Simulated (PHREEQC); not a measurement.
Consider water at 25 °C with 0.00885 mol/kgw CuSO4 and 3.1e-05 mol/kgw HCl. Closed to the air; pH follows from the charge balance.

Computed with PHREEQC (ion-association model, wateq4f.dat).

The ionic strength comes out as 0.0253 mol/kgw. What activity coefficients do Cu+2, CuOH+, HSO4-, SO4-2, Cl- get?

Cu+2 0.57, CuOH+ 0.86, HSO4- 0.86, SO4-2 0.55, Cl- 0.86.

Precipitation was switched off in this run. The solution is supersaturated, for example in Antlerite, Brochantite, so a real one may precipitate; this is no full list.
